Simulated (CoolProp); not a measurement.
n-undecane at several states: density (kg/m³) from the reference equation and from simpler models built on Tc = 365.7 °C, pc = 1.990 MPa, ω = 0.539; each cubic takes its own stable root.

Values from CoolProp's reference Helmholtz-energy equation of state, Aleksandrov 2011. It is a short technical equation, of lower accuracy than the large ones.

| T (°C) | p (MPa) | phase | reference |
|---|---|---|---|
| 81.85 | 0.0132 | liquid | 693.0 |
| 281.55 | 0.0123 | gas | 0.4186 |
| 136.75 | 0.723 | liquid | 651.0 |
| 117.25 | 0.433 | liquid | 666.0 |
| 36.35 | 3.34 | liquid | 730.5 |

Problem. How far does each simpler model (van der Waals, Redlich-Kwong, Soave-Redlich-Kwong, Peng-Robinson) lie from the reference over these 5 states: mean and median of the absolute difference, and the worst?

Solution. 
- van der Waals: mean 47.5 %, median 45.9 %, worst -99.9 % at 81.85 °C and 0.0132 MPa
- Redlich-Kwong: mean 32.4 %, median 20.7 %, worst -99.9 % at 81.85 °C and 0.0132 MPa
- Soave-Redlich-Kwong: mean 12.7 %, median 15.3 %, worst -17.1 % at 36.35 °C and 3.34 MPa
- Peng-Robinson: mean 4.3 %, median 4.6 %, worst -7.0 % at 36.35 °C and 3.34 MPa

At some of these states van der Waals, Redlich-Kwong gives the other phase, because its saturation line lies elsewhere.
